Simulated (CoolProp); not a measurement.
Properties of toluene along the isobar 9.8 MPa (Tc = 591.7 K, pc = 4.126 MPa, ω = 0.266).

Values from CoolProp's reference Helmholtz-energy equation of state, Lemmon 2006. It is a short technical equation, of lower accuracy than the large ones.

```tsv
T (K)	phase	density (kg/m³)	cv (kJ/(kg K))	Joule-Thomson coefficient (K/MPa)	expansivity (1/kK)	conductivity (mW/(m K))	fugacity coefficient
248.9	liquid	913.4	1.133	-0.5316	0.9791	[?]	2.666e-5
286.7	liquid	879.8	1.233	-0.4871	[?]	137	0.0003206
324.6	liquid	846.0	1.347	[?]	1.060	127	0.001965
362.4	liquid	811.7	1.466	[?]	1.134	117	[?]
400.2	liquid	776.2	1.585	-0.3194	[?]	108	0.02163
438.1	liquid	738.8	1.702	-0.2462	[?]	100	[?]
475.9	liquid	698.7	1.814	-0.1519	1.586	93.3	0.09343
513.7	liquid	654.5	1.922	-0.01730	1.893	88.0	0.1565
```

Question: Some entries are withheld; supply them.

Answer: 
- 248.9, conductivity (mW/(m K)): 146
- 286.7, expansivity (1/kK): 1.009
- 324.6, Joule-Thomson coefficient (K/MPa): -0.4363
- 362.4, Joule-Thomson coefficient (K/MPa): -0.3810
- 362.4, fugacity coefficient: 0.007629
- 400.2, expansivity (1/kK): 1.237
- 438.1, expansivity (1/kK): 1.381
- 438.1, fugacity coefficient: 0.04899

Thermal conductivity comes from a separate model (Assael 2012).
